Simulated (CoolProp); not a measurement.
Values from CoolProp's reference Helmholtz-energy equation of state, Lemmon 2006. It is a short technical equation, of lower accuracy than the large ones.

For acetone, give the phase and the cv (kJ/(kg K)), Joule-Thomson coefficient (K/MPa) at 337.6 K and 1.37 MPa; 527.8 K and 0.0255 MPa; 203.3 K and 18 MPa.


- 337.6 K and 1.37 MPa: liquid; cv 1.62, Joule-Thomson coefficient -0.273
- 527.8 K and 0.0255 MPa: gas; cv 1.79, Joule-Thomson coefficient 10.1
- 203.3 K and 18 MPa: liquid; cv 1.45, Joule-Thomson coefficient -0.431
